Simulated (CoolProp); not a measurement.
A closed Brayton cycle with dry air: compressor inlet 333.15 K and 3.9 MPa, high pressure 8.69 MPa, turbine inlet 720 K, compressor efficiency 0.8, turbine efficiency 0.93, recuperator effectiveness 0.9 (on enthalpy, no pinch check). Each further row changes one setting.

Values from CoolProp's reference Helmholtz-energy equation of state, Lemmon 2000. It is a pseudo-pure fit of the blend.

```json
[
 {"case": "as stated", "thermal efficiency (%)": "20.3", "net work (kJ/kg)": "32.5", "compressor to turbine work": "0.77", "compressor exit (K)": "440.5", "turbine exit (K)": "589.2"},
 {"case": "turbine inlet 670 K", "thermal efficiency (%)": "15.4", "net work (kJ/kg)": "22.5", "compressor to turbine work": "0.83", "compressor exit (K)": "440.5", "turbine exit (K)": "547.0"},
 {"case": "compressor inlet 343.15 K", "thermal efficiency (%)": "18.3", "net work (kJ/kg)": "?", "compressor to turbine work": "?", "compressor exit (K)": "453.5", "turbine exit (K)": "589.2"},
 {"case": "high pressure 7.39 MPa", "thermal efficiency (%)": "?", "net work (kJ/kg)": "30.5", "compressor to turbine work": "?", "compressor exit (K)": "?", "turbine exit (K)": "?"},
 {"case": "recuperator effectiveness 0.5", "thermal efficiency (%)": "?", "net work (kJ/kg)": "32.5", "compressor to turbine work": "0.77", "compressor exit (K)": "440.5", "turbine exit (K)": "589.2"}
]
```

Q: Some entries are withheld; supply them.

A: 
- compressor inlet 343.15 K, net work (kJ/kg): 29.1
- compressor inlet 343.15 K, compressor to turbine work: 0.79
- high pressure 7.39 MPa, thermal efficiency (%): 22.0
- high pressure 7.39 MPa, compressor to turbine work: 0.74
- high pressure 7.39 MPa, compressor exit (K): 416.8
- high pressure 7.39 MPa, turbine exit (K): 613.7
- recuperator effectiveness 0.5, thermal efficiency (%): 14.6
